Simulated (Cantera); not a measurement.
Mixture: 2.66 % CH4, 12.6 % O2, 84.7 % N2, at 1.40 bar, adiabatic and at constant volume. Ignition delay is the time to a rise of 400 K.

Model: GRI-Mech 3.0 (53 species, 325 reactions), integrated in Cantera.

Q: Predict: delay at 1300 K; delay at 1375 K; delay at 1450 K; delay at 1525 K; delay at 1600 K; delay at 1675 K; delay at 1750 K; apparent activation energy between 1600 and 1750 K.

A: 
```json
{
 "delay at 1300 K": "9.57 ms",
 "delay at 1375 K": "3.85 ms",
 "delay at 1450 K": "1.69 ms",
 "delay at 1525 K": "0.819 ms",
 "delay at 1600 K": "0.436 ms",
 "delay at 1675 K": "0.255 ms",
 "delay at 1750 K": "0.163 ms",
 "apparent activation energy between 1600 and 1750 K": "150 kJ/mol"
}
```
